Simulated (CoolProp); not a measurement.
Vapour-liquid equilibrium of R134a (1) + R1234ze(E) (2) at 0.0717 bar; x and y are mole fractions of (1).

The numbers come from the multi-fluid Helmholtz-energy mixture model, Tillner-Roth 1994 and Thol 2016; pair parameters Bell 2022 in CoolProp.

### Question
Give the bubble temperature and the first vapour's composition at x = 0.2, 0.35, 0.8. Is there an azeotrope?

### Answer
x = 0.2: 204.6 K, y = 0.301; x = 0.35: 203.6 K, y = 0.455; x = 0.8: 202.0 K, y = 0.828. No azeotrope shows between x = 0.05 and 0.95.

Pair parameters are fitted to limited data, so mixtures are less certain than the pure fluids.
